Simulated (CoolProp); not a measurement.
Vapour-liquid equilibrium of R152A (1) + isobutene (2) at 340.5 K; x and y are mole fractions of (1).

Model: multi-fluid Helmholtz-energy mixture model, Outcalt 1996 and Lemmon 2005; pair parameters Bell 2016, in CoolProp.

```csv
x,"bubble pressure, mixture model (kPa)","bubble pressure, Raoult's law (kPa)","y, mixture model","y, Raoult's law"
0.05,1037,969.6,___,0.092
0.125,1179,1033,0.264,0.215
0.2,1297,1097,0.362,0.324
0.275,1395,1161,0.439,0.421
0.35,1479,1225,0.504,0.508
0.425,1551,1289,0.560,0.586
0.5,___,1352,___,0.657
0.575,1665,1416,0.663,0.722
0.65,1709,1480,0.713,0.781
0.725,___,1544,0.765,0.835
0.8,1769,1608,0.820,0.885
0.875,1784,1671,___,0.931
0.95,1786,1735,0.949,0.973
```

Problem. Fill in the missing entries.

Solution. 
- 0.05, y, mixture model: 0.127
- 0.5, bubble pressure, mixture model (kPa): 1612
- 0.5, y, mixture model: 0.612
- 0.725, bubble pressure, mixture model (kPa): 1744
- 0.875, y, mixture model: 0.880

The largest gap from Raoult's law is +20.7 % in bubble pressure, at x = 0.35. y crosses x between x = 0.875 and 0.95: the model has an azeotrope there.

Pair parameters are fitted to limited data, so mixtures are less certain than the pure fluids.
